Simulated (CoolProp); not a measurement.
Vapour-liquid equilibrium of n-octane (1) + n-dodecane (2) at 0.0827 bar; x and y are mole fractions of (1).

Model: multi-fluid Helmholtz-energy mixture model, Beckmüller 2019 and Lemmon 2004; pair parameters Bell 2016, in CoolProp.

```
x     bubble temperature, mixture model (°C)  bubble temperature, Raoult's law (°C)  y, mixture model  y, Raoult's law
----  --------------------------------------  -------------------------------------  ----------------  ---------------
0.05                                   119.4                                  117.7             0.447            0.488
0.2                                     94.1                                   92.0             0.851            0.867
0.35                                    80.3                                   78.8             0.941            0.946
0.5                                     71.2                                   70.4             0.973            0.974
0.65                                    64.7                                   64.3             0.987            0.987
0.8                                     59.7                                   59.5             0.995            0.995
0.95                                    55.7                                   55.7             0.999            0.999
```

The largest gap from Raoult's law is +2.1 K in bubble temperature, at x = 0.2. No azeotrope shows between x = 0.05 and 0.95.

The pair parameters rest on a limited set of measurements; away from them the model extrapolates.
